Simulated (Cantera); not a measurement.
Cantera run:

```python
import numpy as np
import cantera as ct

gas_names = """
    AL ALCL ALCL2 ALCL3 ALN AL2 AL2CL6 CL CL2 N N2
""".split()
cond_names = """
    AL(cr) AL(L) ALCL3(s) ALCL3(L) ALN(s)
""".split()


# ... load() reads the species with a 1 bar reference pressure and builds the phases ...
atoms = {
    'Al': {'AL': 1},
    'Cl2': {'CL': 2},
    'N2': {'N': 2},
}
top_T = {'ALN(s)': 2750}  # K; cautious upper limits of use, not melting points


# ... equilibrate(T, P, feed) seeds the gas with the atoms and calls Mixture.equilibrate('TP', solver="vcs", rtol=1e-11, max_steps=5000) ...
results = []
T = 650  # K
P = 1000  # Pa
for m in [0.38, 0.46, 0.56, 0.68, 0.83, 1, 1.2, 1.5, 1.8]:
    feed = {'Al': 1, 'Cl2': m, 'N2': 0.51}  # mol
    mix = equilibrate(T, P, feed)
    results.append((T, P, feed, dict(zip(mix.species_names, mix.species_moles))))

top = {s: max(r[3][s] / sum(r[3][g] for g in gas_names) for r in results) for s in gas_names}
cols = sorted((s for s in top if top[s] > 1e-05), key=lambda s: -top[s])[:5]
seen = [c for c in cond_names if any(r[3].get(c, 0) > 1e-12 for r in results)]
print("log10 of partial pressures in bar; condensed amounts in mol")
print(f"{'n(Cl2)':>10s}" + "".join(f"{s[:9]:>10s}" for s in cols + seen))
for T, P, feed, n in results:
    ng = sum(n[g] for g in gas_names)
    print(f"{feed['Cl2']:10.4g}" + "".join(f"{np.log10(max(n[s] / ng * P / 1e5, 1e-99)):10.3f}" for s in cols)
          + "".join(f"{n.get(c, 0):10.4g}" for c in seen))
```

Output:

```
log10 of partial pressures in bar; condensed amounts in mol
    n(Cl2)        N2     ALCL3    AL2CL6       CL2    ALN(s)
      0.38    -2.364    -2.478    -2.629   -18.669    0.7467
      0.46    -2.367    -2.477    -2.626   -18.669    0.6933
      0.56    -2.369    -2.475    -2.623   -18.669    0.6267
      0.68    -2.372    -2.474    -2.621   -18.669    0.5467
      0.83    -2.373    -2.473    -2.619   -18.669    0.4467
         1    -2.375    -2.473    -2.618   -18.669    0.3333
       1.2    -2.376    -2.472    -2.616   -18.669       0.2
       1.5    -2.377    -2.471    -2.615   -15.660         0
       1.8    -2.478    -2.536    -2.744    -2.709         0
```

These are equilibrium values from Cantera (NASA tables, ideal gas, pure condensed phases), not measurements of a reactor.
